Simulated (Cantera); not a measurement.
Feed: 1 mol CH₄, 0.098 mol H₂O, 2.8 mol N₂, at 0.0133 bar.

Method: chemical equilibrium by Gibbs-energy minimisation in Cantera with the NASA 1993 tables (ideal gas, pure condensed phases). Candidate condensed phases: C, C₆H₆, C₇H₈, C₈H₁₈, H₂O; 136 gas species. Equilibrium is a limit: real reactors are often held back by kinetics, nucleation or transport.

### Question
At 2075 K, list the 4 most abundant gas species with their mole fractions, and the condensed phases.

### Answer
N₂ 0.551, H₂ 0.404, CO 0.0195, H 0.0147. Condensed: C(graphite).
